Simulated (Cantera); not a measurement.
Predominance diagram of Na at 1275 K against the partial pressures of O2 and S2 (log10, bar). Cantera with NASA thermochemical tables; ideal gases at 1 bar, condensed phases pure. Candidates: Na(l), Na2O(s), Na2S(s), Na2SO4(l). Only these pure phases compete in this equilibrium. Not in the tables: pyrosulfates.

Q: Which phase is stable at these pairs, and which metal-bearing vapour leads over it? (-8, -6); (-12, -9); (-10, -1.5); (-22, -4.5); (-30, -6); (-30, -10.5); (-8, -4.5)

A: 
```tsv
log p(O2)	log p(S2)	phase	chief vapour	log p (bar)
-8	-6	Na2SO4(l)	Na2SO4	-6.2
-12	-9	Na2SO4(l)	Na	-3.2
-10	-1.5	Na2SO4(l)	Na2SO4	-6.2
-22	-4.5	Na2S(s)	Na	-4.1
-30	-6	Na2S(s)	Na	-3.7
-30	-10.5	Na2S(s)	Na	-2.6
-8	-4.5	Na2SO4(l)	Na2SO4	-6.2
```
